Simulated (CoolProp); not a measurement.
Computed with CoolProp (reference Helmholtz-energy equation of state, Zhou 2011).

Give the vapour pressure (MPa), enthalpy of vaporisation (kJ/kg), liquid cp (kJ/(kg K)), vapour Z of saturated dimethyl carbonate at 358.6, 411.8 K.


| T (K) | p (MPa) | enthalpy of vaporisation (kJ/kg) | liquid cp (kJ/(kg K)) | vapour Z |
|---|---|---|---|---|
| 358.6 | 0.0872 | 379 | 1.95 | 0.974 |
| 411.8 | 0.385 | 339 | 2.10 | 0.923 |
